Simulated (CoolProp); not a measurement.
Neopentane along the isotherm 465.8 K: fugacity coefficient from the reference equation and from simpler models built on Tc = 433.7 K, pc = 3196 kPa, ω = 0.196; each cubic takes its own stable root.

Model: reference Helmholtz-energy equation of state, Lemmon 2006, in CoolProp. It is a short technical equation, of lower accuracy than the large ones.

| p (kPa) | phase | reference | Redlich-Kwong | Soave-Redlich-Kwong |
|---|---|---|---|---|
| 50.5 | gas | 0.9958 | 0.9956 | 0.9958 |
| 104 | gas | 0.9913 | 0.9910 | 0.9913 |
| 213 | gas | 0.9823 | 0.9816 | 0.9821 |
| 438 | gas | 0.9636 | 0.9624 | 0.9634 |
| 899 | gas | 0.9258 | ? | 0.9256 |
| 1850 | gas | 0.8490 | ? | 0.8495 |
| 3790 | supercritical | ? | 0.6893 | ? |
| 7780 | supercritical | 0.4549 | 0.4566 | 0.4729 |
| 16000 | supercritical | ? | ? | 0.3466 |

Q: Fill in the missing entries.

A: 
- 899, Redlich-Kwong: 0.9234
- 1850, Redlich-Kwong: 0.8450
- 3790, reference: 0.6956
- 3790, Soave-Redlich-Kwong: 0.6996
- 16000, reference: 0.3231
- 16000, Redlich-Kwong: 0.3320
